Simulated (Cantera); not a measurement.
Charge: 1 mol AlN, 0.052 mol Cl₂, 0.7 mol N₂, equilibrated at 1400 °C and 0.160 bar.

These are equilibrium values from Cantera (NASA tables, ideal gas, pure condensed phases), not measurements of a reactor. Candidate condensed phases: Al, AlCl₃, AlN; 11 gas species. The tables' values for AlCl₂ are old estimates; treat these amounts as uncertain. The numbers say what is thermodynamically allowed, not how fast it happens.

Base state: N₂ 0.945, AlCl₃ 0.0366, AlCl 0.00916, AlCl₂ 0.00877, Cl 2.67e-5 (mole fractions); condensed: AlN(s).

Question: What changes in the equilibrium state with this change: Cl₂ from 0.052 to 0.027 mol?

Answer: 
| species | before | after |
|---|---|---|
| N₂ | 0.945 | 0.969 |
| AlCl₃ | 0.0366 | 0.0184 |
| AlCl | 0.00916 | 0.00723 |
| AlCl₂ | 0.00877 | 0.00553 |
| Cl | 2.67e-5 | 2.13e-5 |
| AlN(s), mol | 0.958 | 0.977 |

Question: What changes in the equilibrium state with this change: pressure from 0.160 bar to 3.60 bar?

Answer: 
```tsv
species	before	after
N₂	0.945	0.953
AlCl₃	0.0366	0.0445
AlCl₂	0.00877	0.00210
AlCl	0.00916	0.000434
Cl	2.67e-5	6.01e-6
AlN(s), mol	0.958	0.965
```
